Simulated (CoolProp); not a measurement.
Vapour-liquid equilibrium of ethane (1) + C2F6 (R116) (2) at 1.33 bar; x and y are mole fractions of (1).

Computed with CoolProp (multi-fluid Helmholtz-energy mixture model, Bücker 2006 and Lemmon 2006; pair parameters Bell 2016).

Task: Give the bubble temperature and the first vapour's composition at x = 0.05, 0.35, 0.875. Is there an azeotrope?

Result: x = 0.05: 196.5 K, y = 0.211; x = 0.35: 186.0 K, y = 0.651; x = 0.875: 185.8 K, y = 0.746. y crosses x between x = 0.65 and 0.725: the model has an azeotrope there.

Pair parameters are fitted to limited data, so mixtures are less certain than the pure fluids. With so large a gap from Raoult's law the liquid may split in two, which this calculation doesn't test in full.
